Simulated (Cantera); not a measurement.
A Cantera script and what it prints.

```python
import numpy as np
import cantera as ct

gas_names = [...]  # 109 gases of nasa_gas.yaml made of C, Cl, H, Si
cond_names = """
    C(gr) C6H6(L) C7H8(L) C8H18(L),n-octa Si(cr) Si(L) SiC(b)
""".split()


# ... load() reads the species with a 1 bar reference pressure and builds the phases ...
atoms = {
    '(CH3)2SiCl2': {'C': 2, 'H': 6, 'Si': 1, 'CL': 2},
    'CH4': {'C': 1, 'H': 4},
    'H2': {'H': 2},
}
top_T = {'C(gr)': 4500, 'SiC(b)': 3050}  # K; cautious upper limits of use, not melting points


# ... equilibrate(T, P, feed) seeds the gas with the atoms and calls Mixture.equilibrate('TP', solver="vcs", rtol=1e-11, max_steps=5000) ...
results = []
feed = {'(CH3)2SiCl2': 1, 'CH4': 0.049, 'H2': 630}  # mol
P = 1333.22  # Pa
for T in [1600, 1700, 1800, 1900, 2000, 2100, 2200, 2300, 2400]:
    mix = equilibrate(T, P, feed)
    results.append((T, P, feed, dict(zip(mix.species_names, mix.species_moles))))
    x = sorted(zip(gas.X, gas.species_names), reverse=True)
    print(f"T = {T:g} K  P = {P:g} Pa  gas = {mix.phase_moles(0):.4g} mol")
    print("   x: " + "  ".join(f"{s} {v:.3e}" for v, s in x if v > 0.0001))
    print("   condensed (mol): " + ("  ".join(f"{mix.phase(i).name} {mix.phase_moles(i):.4g}"
          for i in range(1, mix.n_phases) if mix.phase_moles(i) > 1e-12) or "none"))
```

It prints:

```
T = 1600 K  P = 1333.22 Pa  gas = 634.2 mol
   x: H2 9.963e-01  HCL 3.152e-03  H 4.700e-04
   condensed (mol): C(gr) 1.001  SiC(b) 0.9997
T = 1700 K  P = 1333.22 Pa  gas = 634.5 mol
   x: H2 9.955e-01  HCL 3.148e-03  H 1.273e-03
   condensed (mol): C(gr) 0.9478  SiC(b) 0.9989
T = 1800 K  P = 1333.22 Pa  gas = 635.1 mol
   x: H2 9.936e-01  HCL 3.140e-03  H 3.091e-03  C2H2,acetylene 1.742e-04
   condensed (mol): C(gr) 0.8259  SiC(b) 0.9947
T = 1900 K  P = 1333.22 Pa  gas = 636.3 mol
   x: H2 9.896e-01  H 6.837e-03  HCL 3.124e-03  C2H2,acetylene 3.779e-04
   condensed (mol): C(gr) 0.5893  SiC(b) 0.9717
T = 2000 K  P = 1333.22 Pa  gas = 638.7 mol
   x: H2 9.819e-01  H 1.396e-02  HCL 3.094e-03  C2H2,acetylene 7.543e-04  Si 1.791e-04
   condensed (mol): C(gr) 0.2074  SiC(b) 0.8599
T = 2100 K  P = 1333.22 Pa  gas = 643.3 mol
   x: H2 9.681e-01  H 2.655e-02  HCL 3.039e-03  C2H2,acetylene 1.252e-03  Si 8.244e-04
   condensed (mol): SiC(b) 0.3478
T = 2200 K  P = 1333.22 Pa  gas = 650.5 mol
   x: H2 9.465e-01  H 4.745e-02  HCL 2.959e-03  C2H2,acetylene 1.477e-03  Si 1.319e-03  CL 1.080e-04
   condensed (mol): none
T = 2300 K  P = 1333.22 Pa  gas = 661.6 mol
   x: H2 9.139e-01  H 8.012e-02  HCL 2.839e-03  C2H2,acetylene 1.463e-03  Si 1.355e-03  CL 1.792e-04
   condensed (mol): none
T = 2400 K  P = 1333.22 Pa  gas = 678.7 mol
   x: H2 8.659e-01  H 1.282e-01  HCL 2.663e-03  C2H2,acetylene 1.427e-03  Si 1.352e-03  CL 2.811e-04
   condensed (mol): none
```

Equilibrium computed with Cantera from the NASA thermochemical tables; the gas is ideal and each condensed phase is pure. The feed counts by its element totals alone. Gases not in the tables: Si2H6 and higher silanes.
